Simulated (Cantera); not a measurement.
A perfectly stirred reactor is fed with NO : N₂ = 1 : 24 (molar parts), at 97000 Pa; it is held at 2100 K, and followed from long to short residence time.

Model: GRI-Mech 3.0 (53 species, 325 reactions), integrated in Cantera.

Task: Predict: x(NO) at τ = 3.90 s; x(O₂) at τ = 3.90 s; x(N₂) at τ = 3.90 s; x(O) at τ = 3.90 s; x(NO₂) at τ = 3.90 s; x(NO) at τ = 50.0 ms; x(O₂) at τ = 50.0 ms; x(N₂) at τ = 50.0 ms; x(O) at τ = 50.0 ms; x(NO₂) at τ = 50.0 ms.

Result: 
* **x(NO) at τ = 3.90 s**: 0.0112
* **x(O₂) at τ = 3.90 s**: 0.0143
* **x(N₂) at τ = 3.90 s**: 0.974
* **x(O) at τ = 3.90 s**: 0.000171
* **x(NO₂) at τ = 3.90 s**: 4.25e-6
* **x(NO) at τ = 50.0 ms**: 0.0392
* **x(O₂) at τ = 50.0 ms**: 0.000360
* **x(N₂) at τ = 50.0 ms**: 0.960
* **x(O) at τ = 50.0 ms**: 4.72e-5
* **x(NO₂) at τ = 50.0 ms**: 4.01e-6
